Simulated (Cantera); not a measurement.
Input: 1 mol B₂O₃, 0.51 mol F₂, 3.1 mol N₂, at 0.100 bar.

Cantera equilibrium calculation (NASA polynomials, part measured and part estimated; ideal gas, pure solids and liquids). Candidate condensed phases: B, BN, B₂O₃; 31 gas species. Rates play no part.

At 1148 K, list the 6 most abundant gas species with their mole fractions, and the condensed phases.

N₂ 0.838, BF₃ 0.0812, O₂ 0.0689, B₃O₃F₃ 0.0102, BOF 0.00177, NO 7.63e-5. Condensed: B₂O₃(l).
